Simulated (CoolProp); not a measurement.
A single-stage vapour-compression cycle with R1233zd(E): evaporating at 282.15 K (dew point), condensing at 333.15 K (bubble point), superheat 10 K, subcooling 5 K, compressor efficiency 0.9, no pressure losses. Each further row changes one setting.

The numbers come from the reference Helmholtz-energy equation of state, Akasaka 2022 in CoolProp.

```tsv
case	cooling COP	pressure ratio	discharge temperature (K)	refrigerating effect (kJ/kg)	volumetric capacity (kJ/m³)
as stated	4.21	5.52	343.0	151	592
evaporating temperature 287.15 K	4.85	4.53	342.5	155	730
condensing temperature 328.15 K	4.79	4.80	338.5	157	617
subcooling 10 K	4.38	5.52	343.0	157	616
superheat 20 K	4.26	5.52	353.2	159	600
compressor efficiency 0.8	3.74	5.52	348.0	151	592
```
